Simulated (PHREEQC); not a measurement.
Solution (80 °C): 1.8 mmol/kgw ZnSO4, 5.85 mmol/kgw AlCl3 and 2.2 mmol/kgw Na2SO4. Closed to the air; pH follows from the charge balance.

Equilibrium calculation in PHREEQC: ion-association model, wateq4f.dat.

This is a speciation only: nothing precipitates in the calculation.

### Question
Predict the pH.

### Answer
pH 3.22.

### Question
In which forms is Zn present?

### Answer
Zn+2 78 %, ZnCl+ 14 %, ZnSO4 7.1 % of the Zn.

Examples of supersaturated solids here: Boehmite (slow to form), Gibbsite (slow to form). Others may be too. Species that the database lacks are ignored. Constants without temperature data keep their 25 °C values here.
